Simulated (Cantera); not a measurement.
A perfectly stirred reactor is fed with CH4 : CO : O2 : N2 : H2O = 1 : 0.053 : 3.07 : 30.1 : 0.86 (molar parts), at 1.00 bar; it is adiabatic with a 775 K inlet, and is followed from long to short residence time, starting on the burning branch (τ in s: 0.23, 0.075, 0.025, 0.0082, 0.0027, 0.00089, 0.00029, 9.7e-05, 3.2e-05, 1.1e-05).

Detailed kinetics in Cantera: GRI-Mech 3.0 (53 species, 325 reactions).

x: mole fraction; the columns are a selection and need not sum to one.

```csv
τ (s),T (K),x CH4,x CO,x O2,x NO,x H2O
0.23,1442,1.51e-5,[?],0.0298,1.46e-6,0.0813
0.075,1438,3.12e-5,[?],0.0300,1.27e-6,0.0812
0.025,1432,6.45e-5,[?],0.0303,1.21e-6,0.0809
0.0082,1417,0.000140,[?],0.0311,1.30e-6,0.0803
0.0027,1385,0.000360,[?],0.0330,1.18e-6,0.0791
0.00089,775,0.0285,0.00151,0.0875,<1e-12,0.0245
0.00029,775,0.0285,0.00151,0.0875,<1e-12,0.0245
9.7e-5,775,0.0285,0.00151,0.0875,<1e-12,0.0245
3.2e-5,775,0.0285,0.00151,0.0875,<1e-12,0.0245
1.1e-5,775,0.0285,0.00151,0.0875,<1e-12,0.0245
```

Fill in the missing entries.


- 0.23, x CO: 0.000197
- 0.075, x CO: 0.000430
- 0.025, x CO: 0.000928
- 0.0082, x CO: 0.00204
- 0.0027, x CO: 0.00472
